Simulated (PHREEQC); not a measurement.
0.8 g of hydrous ferric oxide (600 m²/g; 0.2 weak and 0.005 strong sites per Fe, Dzombak-Morel constants, diffuse double layer) in 1 kg of water with 0.005 mol/kgw of an inert sodium salt and 0.15 mmol/kgw Ag2SO4, at 25 °C; the pH is set by adding NaOH or the inert anion's acid. O2 is buffered at 0.21 atm. CO2 from the air is kept out. Nothing may precipitate in this run.

The numbers come from PHREEQC with the ion-association model, wateq4f.dat.

Task: Predict S sorbed (%), Ag sorbed (%), surface charge σ (C/m²), surface potential ψ (mV) at pH = 3.38, 5.25, 6, 6.75, 7.5.

Result: 
| pH | S sorbed (%) | Ag sorbed (%) | surface charge σ (C/m²) | surface potential ψ (mV) |
|---|---|---|---|---|
| 3.38 | 100.0 | 0.0 | 0.223 | 199 |
| 5.25 | 99.5 | 5.4 | 0.059 | 135 |
| 6 | 93.3 | 11.9 | 0.029 | 99 |
| 6.75 | 52.8 | 16.9 | 0.014 | 66 |
| 7.5 | 7.7 | 28.7 | 0.006 | 33 |

The oxide is taken as insoluble; below pH 4 it would dissolve.
